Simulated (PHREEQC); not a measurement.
A solution holds 0.0022 mol ZnSO4, 0.0018 mol ZnCl2, 0.12 mol NaF and 0.00013 mol NaCl per kg of water, at 25 °C. Closed to the air; pH follows from the charge balance.

Computed with PHREEQC (ion-association model, wateq4f.dat).

```json
[
 {"quantity": "pH", "before": "7.02", "after": "6.85"},
 {"quantity": "ionic strength (mol/kgw)", "before": "0.126", "after": "0.00134"},
 {"quantity": "F- (mol/kgw)", "before": "0.114", "after": "0.00120"},
 {"quantity": "NaF (mol/kgw)", "before": "0.00422", "after": "7.62e-7"},
 {"quantity": "Zn+2 (mol/kgw)", "before": "0.00243", "after": "3.90e-5"},
 {"quantity": "SI of Zincite(c) (ZnO)", "before": "-0.13", "after": "-1.91"}
]
```

Name the change that produced these shifts.
(A) ZnSO4 replaced by Cs2SO4 at the same molality
(B) 0.0026 mol/kgw LiOH added
(C) NaF from 0.12 to 0.108 mol/kgw
(D) diluted 10-fold with water
(E) diluted 100-fold with water

E, diluted 100-fold with water

Precipitation was switched off in this run.
